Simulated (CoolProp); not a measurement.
A single-stage vapour-compression cycle with R410A: evaporating at 276.15 K (dew point), condensing at 324.15 K (bubble point), superheat 8 K, subcooling 0 K, compressor efficiency 0.7, no pressure losses. Each further row changes one setting.

Model: reference Helmholtz-energy equation of state, Lemmon 2003, in CoolProp. It is a pseudo-pure fit of the blend.

```csv
case,cooling COP,pressure ratio,discharge temperature (K),refrigerating effect (kJ/kg),volumetric capacity (kJ/m³)
as stated,2.72,3.58,364.6,143,4560
evaporating temperature 281.15 K,3.16,3.07,360.5,145,5380
condensing temperature 319.15 K,3.21,3.19,356.8,153,4880
subcooling 5 K,2.92,3.58,364.6,154,4900
superheat 18 K,2.73,3.58,376.0,154,4600
compressor efficiency 0.6,2.33,3.58,371.7,143,4560
```
